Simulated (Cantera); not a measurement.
**Premixed flame**

A freely propagating, adiabatic, planar premixed flame of 26.2 % H2, 13.4 % O2, 50.3 % N2, 10.2 % H2O, equivalence ratio 0.98, unburnt at 698 K and 2.40 bar; mixture-averaged transport, grid criteria slope 0.08 and curve 0.16, no radiation.

Detailed kinetics in Cantera: the H2/O2 subset of GRI-Mech 3.0, which has no nitrogen chemistry. The hydrogen kinetics of GRI-Mech 3.0 are dated; newer H2 mechanisms differ, most at raised pressure. Burning velocities carry a grid error of a few per cent, more on coarse grids.

```json
[
 {"z (mm)": "-0.456", "T (K)": "698", "u (m/s)": "7.77", "x H2": "0.262", "x O2": "0.134", "x H2O": "0.102", "x H2O2": "<1e-8", "x OH": "<1e-8", "x H": "<1e-8"},
 {"z (mm)": "-0.304", "T (K)": "698", "u (m/s)": "7.77", "x H2": "0.262", "x O2": "0.134", "x H2O": "0.102", "x H2O2": "<1e-8", "x OH": "<1e-8", "x H": "<1e-8"},
 {"z (mm)": "-0.228", "T (K)": "698", "u (m/s)": "7.77", "x H2": "0.262", "x O2": "0.134", "x H2O": "0.102", "x H2O2": "<1e-8", "x OH": "<1e-8", "x H": "<1e-8"},
 {"z (mm)": "-0.152", "T (K)": "698", "u (m/s)": "7.77", "x H2": "0.261", "x O2": "0.134", "x H2O": "0.102", "x H2O2": "1.11e-8", "x OH": "<1e-8", "x H": "1.10e-8"},
 {"z (mm)": "-0.0760", "T (K)": "716", "u (m/s)": "7.89", "x H2": "0.253", "x O2": "0.134", "x H2O": "0.104", "x H2O2": "5.92e-6", "x OH": "2.02e-5", "x H": "5.38e-5"},
 {"z (mm)": "-0.0380", "T (K)": "908", "u (m/s)": "9.74", "x H2": "0.219", "x O2": "0.130", "x H2O": "0.126", "x H2O2": "3.94e-5", "x OH": "0.000789", "x H": "0.00247"},
 {"z (mm)": "0", "T (K)": "1320", "u (m/s)": "13.7", "x H2": "0.142", "x O2": "0.0977", "x H2O": "0.201", "x H2O2": "1.57e-5", "x OH": "0.00337", "x H": "0.0172"},
 {"z (mm)": "0.0380", "T (K)": "1627", "u (m/s)": "16.7", "x H2": "0.0739", "x O2": "0.0528", "x H2O": "0.282", "x H2O2": "4.96e-6", "x OH": "0.00953", "x H": "0.0304"},
 {"z (mm)": "0.0760", "T (K)": "1787", "u (m/s)": "18.2", "x H2": "0.0505", "x O2": "0.0335", "x H2O": "0.316", "x H2O2": "3.03e-6", "x OH": "0.0139", "x H": "0.0298"},
 {"z (mm)": "0.152", "T (K)": "1949", "u (m/s)": "19.7", "x H2": "0.0415", "x O2": "0.0248", "x H2O": "0.335", "x H2O2": "1.72e-6", "x OH": "0.0163", "x H": "0.0219"},
 {"z (mm)": "0.304", "T (K)": "2096", "u (m/s)": "21.0", "x H2": "0.0355", "x O2": "0.0200", "x H2O": "0.351", "x H2O2": "1.06e-6", "x OH": "0.0161", "x H": "0.0137"},
 {"z (mm)": "0.608", "T (K)": "2220", "u (m/s)": "22.0", "x H2": "0.0285", "x O2": "0.0159", "x H2O": "0.366", "x H2O2": "7.29e-7", "x OH": "0.0144", "x H": "0.00775"},
 {"z (mm)": "1.22", "T (K)": "2313", "u (m/s)": "22.8", "x H2": "0.0216", "x O2": "0.0125", "x H2O": "0.379", "x H2O2": "5.34e-7", "x OH": "0.0120", "x H": "0.00417"}
]
```
x: mole fraction of selected species; z is measured from the peak of heat release.

```yaml
laminar_burning_velocity: 777 cm/s
thermal_thickness: 0.152 mm
peak x(H2O2): 4.02e-5
peak x(OH): 0.0164
peak x(H): 0.0312
grid_points: 110
```
